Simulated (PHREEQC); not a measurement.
Dissolve 0.095 mol NiSO4, 0.00012 mol NaCl and 0.0029 mol NiCl2 per kg of water at 25 °C. Closed to the air; pH follows from the charge balance.

Model: ion-association model, wateq4f.dat, run in PHREEQC.

This is a speciation only: nothing precipitates in the calculation.

What pH, ionic strength does the model give?

pH 6.01; ionic strength 0.211 mol/kgw.

In which forms is Na present?

Na+ 93 %, NaSO4- 6.8 % of the Na.
